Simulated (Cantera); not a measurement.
Charge: 1 mol Si, a varied amount of N2O, 25 mol N2, held at 998 K and 1.00 bar.

Method: chemical equilibrium by Gibbs-energy minimisation in Cantera with the NASA 1993 tables (ideal gas, pure condensed phases). Candidate condensed phases: Si, SiO2, Si2N2O, Si3N4; 16 gas species. Equilibrium is a limit: real reactors are often held back by kinetics, nucleation or transport.

x: gas mole fraction; n: condensed amount in mol.

```csv
n(N2O) (mol),x N2,n Si2N2O(s),n Si3N4(s),n SiO2(β-quartz)
0.15,1.00,0.150,0.233,0
0.24,1.00,0.240,0.173,0
0.34,1.00,0.340,0.107,0
0.43,1.00,0.430,0.0467,0
0.53,1.00,0.490,0,?
0.62,1.00,0.460,0,0.0800
0.72,1.00,0.427,0,0.147
0.81,1.00,0.397,0,0.207
0.91,1.00,?,0,?
1,1.00,0.333,0,0.333
1.1,1.00,0.300,0,0.400
1.2,1.00,0.267,0,0.467
```

Question: What belongs in the gaps?

Answer: 
- 0.91, n Si2N2O(s): 0.363
- 0.91, n SiO2(β-quartz): 0.273
- 0.53, n SiO2(β-quartz): 0.0200
